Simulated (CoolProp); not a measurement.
A simple Rankine cycle with R236EA: condensing at 292.15 K, boiler at 1.41 MPa, turbine inlet 373.2 K, turbine efficiency 0.75, pump efficiency 0.7, no recuperator. Each further row changes one setting.

Model: reference Helmholtz-energy equation of state, Rui 2013, in CoolProp.

```tsv
case	thermal efficiency (%)	net work (kJ/kg)	heat in (kJ/kg)	turbine exit temperature (K)	volume ratio over the turbine
as stated	11.7	25.1	214	326.1	9.58
turbine inlet 393.2 K	…	27.6	238	348.6	9.08
condensing temperature 284.15 K	12.8	28.8	…	321.2	…
boiler pressure 0.987 MPa	10.1	22.5	222	337.5	6.19
turbine efficiency 0.65	10.1	21.6	214	329.9	9.71
```

**Question.** Fill in the missing entries.

**Answer.** 
- turbine inlet 393.2 K, thermal efficiency (%): 11.6
- condensing temperature 284.15 K, heat in (kJ/kg): 224
- condensing temperature 284.15 K, volume ratio over the turbine: 12.9
